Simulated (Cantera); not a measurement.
An isothermal, constant-pressure homogeneous reactor starts with CH4 : N2 = 1 : 120 (molar parts), at 1000 K and 22.0 Pa. Integrator tolerance rtol = 1e-08.

Model: GRI-Mech 3.0 (53 species, 325 reactions), integrated in Cantera. GRI-Mech 3.0 stops at C3 and has no aromatics, soot or wall deposition, so with more carbon than oxygen in the feed, carbon stays in small species such as C2H2 where larger ones or solid carbon would form. Radical loss at walls, strong at low pressure, is not modelled.

Problem. What does this change do: temperature 1000 to 1775 K?

Solution. 
```
quantity                                             before                                     after
----------------  -----------------------------------------  ----------------------------------------
x(CH4) at 300 s     0.00826 (gas-phase equilibrium 2.22e-5)  1.02e-5 (gas-phase equilibrium 2.39e-10)
x(C2H4) at 300 s     <1e-12 (gas-phase equilibrium 9.82e-7)  8.85e-9 (gas-phase equilibrium 1.17e-11)
x(C2H2) at 300 s    <1e-12 (gas-phase equilibrium 0.000712)  0.00406 (gas-phase equilibrium 0.000171)
x(C2H6) at 300 s    <1e-12 (gas-phase equilibrium 7.11e-12)   1.21e-12 (gas-phase equilibrium <1e-12)
x(CH2) at 300 s       <1e-12 (gas-phase equilibrium <1e-12)  5.03e-8 (gas-phase equilibrium 1.82e-10)
x(CH3) at 300 s   5.42e-11 (gas-phase equilibrium 5.34e-10)  3.09e-6 (gas-phase equilibrium 8.93e-10)
x(H2) at 300 s      2.71e-11 (gas-phase equilibrium 0.0123)     0.0122 (gas-phase equilibrium 0.0112)
```
